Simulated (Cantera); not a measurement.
Feed: 1 mol SiCl₄, 860 mol H₂, 0.27 mol C₂H₂, at 1500 K and 100000 Pa.

These are equilibrium values from Cantera (NASA tables, ideal gas, pure condensed phases), not measurements of a reactor. Candidate condensed phases: C, C₆H₆, C₇H₈, C₈H₁₈, Si, SiC; 109 gas species. Mutual solubility and eutectic melting of coexisting phases are not modelled. Equilibrium is a limit: real reactors are often held back by kinetics, nucleation or transport.

Base state: H₂ 0.995, HCl 0.00450, SiCl₂ 6.53e-5, CH₄ 1.86e-5, H 1.76e-5 (mole fractions); condensed: Si(s) + SiC(s).

**Question.** What changes in the equilibrium state with this change: temperature from 1500 K to 2423 K?

**Answer.** 
```tsv
species	before	after
H₂	0.995	0.976
H	1.76e-5	0.0175
HCl	0.00450	0.00450
Si	1.05e-8	0.000677
C₂H₂ (acetylene)	<1e-9	0.000274
Si₂C	<1e-9	1.95e-5
SiH	3.37e-8	0.000199
Si(s), mol	0.412	0
SiC(s), mol	0.524	0
```
The tables' values for SiCl are old estimates; treat these amounts as uncertain. Gases not in the tables: Si₂H₆ and higher silanes.

**Question.** What changes in the equilibrium state with this change: SiCl₄ replaced by SiF₄?

**Answer.** 
```json
[
 {"species": "H₂", "before": "0.995", "after": "0.997"},
 {"species": "HF", "before": "0", "after": "0.00125"},
 {"species": "SiF₄", "before": "0", "after": "0.000550"},
 {"species": "HCl", "before": "0.00450", "after": "0"},
 {"species": "SiHF₃", "before": "0", "after": "0.000216"},
 {"species": "SiF₃", "before": "0", "after": "0.000143"},
 {"species": "Si(s), mol", "before": "0.412", "after": "0"},
 {"species": "SiC(s), mol", "before": "0.524", "after": "0.164"}
]
```
The tables' values for SiF₃, SiF₂ are old estimates; treat these amounts as uncertain.
